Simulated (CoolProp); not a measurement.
The numbers come from the reference Helmholtz-energy equation of state, Schroeder 2014 in CoolProp.

Task: For ethanol, give the phase and the density (kg/m³), cv (kJ/(kg K)), conductivity (mW/(m K)), Prandtl number at 519 K and 79.8 bar; 541.2 K and 79.8 bar; 556.1 K and 79.8 bar.

Result: 
- 519 K and 79.8 bar: supercritical; density 424, cv 3.30, conductivity 133, Prandtl number 3.28
- 541.2 K and 79.8 bar: supercritical; density 163, cv 3.08, conductivity 93.7, Prandtl number 2.09
- 556.1 K and 79.8 bar: supercritical; density 127, cv 2.85, conductivity 78.0, Prandtl number 1.40

Viscosity comes from a separate model (Kiselev 2005). Thermal conductivity comes from a separate model (Assael 2013).
